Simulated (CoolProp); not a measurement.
Vapour pressure (bar) of octamethyltrisiloxane (MDM): the reference equation beside estimates from Tc = 565.4 K, pc = 14.38 bar, ω = 0.528.

Computed with CoolProp (reference Helmholtz-energy equation of state, Thol 2017).

```json
[
 {"T (K)": "408.6", "reference": "0.6338", "Lee-Kesler": "0.6278", "van der Waals": "(withheld)", "Redlich-Kwong": "1.637", "Soave-Redlich-Kwong": "0.6283"},
 {"T (K)": "413.4", "reference": "0.7270", "Lee-Kesler": "0.7200", "van der Waals": "3.587", "Redlich-Kwong": "1.797", "Soave-Redlich-Kwong": "0.7209"},
 {"T (K)": "418.1", "reference": "0.8283", "Lee-Kesler": "0.8203", "van der Waals": "3.792", "Redlich-Kwong": "1.965", "Soave-Redlich-Kwong": "0.8218"},
 {"T (K)": "422.9", "reference": "0.9428", "Lee-Kesler": "0.9336", "van der Waals": "4.009", "Redlich-Kwong": "2.148", "Soave-Redlich-Kwong": "0.9360"},
 {"T (K)": "427.7", "reference": "1.069", "Lee-Kesler": "1.059", "van der Waals": "4.233", "Redlich-Kwong": "2.343", "Soave-Redlich-Kwong": "1.062"},
 {"T (K)": "432.5", "reference": "1.208", "Lee-Kesler": "1.197", "van der Waals": "(withheld)", "Redlich-Kwong": "2.549", "Soave-Redlich-Kwong": "1.202"},
 {"T (K)": "437.3", "reference": "1.361", "Lee-Kesler": "1.348", "van der Waals": "4.707", "Redlich-Kwong": "2.768", "Soave-Redlich-Kwong": "1.355"},
 {"T (K)": "442.1", "reference": "1.528", "Lee-Kesler": "1.514", "van der Waals": "4.956", "Redlich-Kwong": "3.000", "Soave-Redlich-Kwong": "1.523"},
 {"T (K)": "446.9", "reference": "1.711", "Lee-Kesler": "1.695", "van der Waals": "(withheld)", "Redlich-Kwong": "3.245", "Soave-Redlich-Kwong": "1.706"},
 {"T (K)": "451.7", "reference": "1.910", "Lee-Kesler": "1.892", "van der Waals": "5.478", "Redlich-Kwong": "3.503", "Soave-Redlich-Kwong": "1.907"},
 {"T (K)": "456.5", "reference": "2.126", "Lee-Kesler": "2.106", "van der Waals": "5.752", "Redlich-Kwong": "3.775", "Soave-Redlich-Kwong": "2.125"},
 {"T (K)": "461.3", "reference": "2.360", "Lee-Kesler": "2.338", "van der Waals": "6.034", "Redlich-Kwong": "4.061", "Soave-Redlich-Kwong": "2.362"},
 {"T (K)": "466.1", "reference": "2.613", "Lee-Kesler": "2.589", "van der Waals": "6.324", "Redlich-Kwong": "4.362", "Soave-Redlich-Kwong": "2.619"},
 {"T (K)": "470.9", "reference": "2.886", "Lee-Kesler": "2.860", "van der Waals": "6.624", "Redlich-Kwong": "4.678", "Soave-Redlich-Kwong": "2.896"},
 {"T (K)": "475.7", "reference": "3.181", "Lee-Kesler": "3.153", "van der Waals": "6.932", "Redlich-Kwong": "5.009", "Soave-Redlich-Kwong": "3.196"}
]
```

Fill in the missing entries.


- 408.6, van der Waals: 3.385
- 432.5, van der Waals: 4.466
- 446.9, van der Waals: 5.213

Absolute difference from the reference over all 15 rows, mean and median: Lee-Kesler 0.9 and 0.9 %, van der Waals 243.6 and 224.3 %, Redlich-Kwong 100.6 and 96.3 %, Soave-Redlich-Kwong 0.5 and 0.4 %.
